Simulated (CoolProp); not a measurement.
50 sccm (0 °C, 1 atm) of nitrogen bubbles through liquid ethylbenzene at 336.1 K and leaves saturated at a total pressure of 0.15 MPa (ideal gas phase). Each further row changes one setting.

Computed with CoolProp (reference Helmholtz-energy equation of state, Zhou 2012).

```json
[
 {"case": "as stated", "vapour pressure (kPa)": "8.41", "mole fraction of vapour": "[?]", "delivery (mg/min)": "[?]", "delivery (sccm)": "2.97", "change of delivery for a bath 1 K warmer (%)": "[?]"},
 {"case": "bath temperature 341.1 K", "vapour pressure (kPa)": "10.4", "mole fraction of vapour": "[?]", "delivery (mg/min)": "17.6", "delivery (sccm)": "3.72", "change of delivery for a bath 1 K warmer (%)": "4.5"},
 {"case": "total pressure 0.3 MPa", "vapour pressure (kPa)": "8.41", "mole fraction of vapour": "0.0280", "delivery (mg/min)": "6.83", "delivery (sccm)": "[?]", "change of delivery for a bath 1 K warmer (%)": "4.5"}
]
```

**Question.** Complete the blanks.

**Answer.** 
- as stated, mole fraction of vapour: 0.0561
- as stated, delivery (mg/min): 14.1
- as stated, change of delivery for a bath 1 K warmer (%): 4.6
- bath temperature 341.1 K, mole fraction of vapour: 0.0693
- total pressure 0.3 MPa, delivery (sccm): 1.44
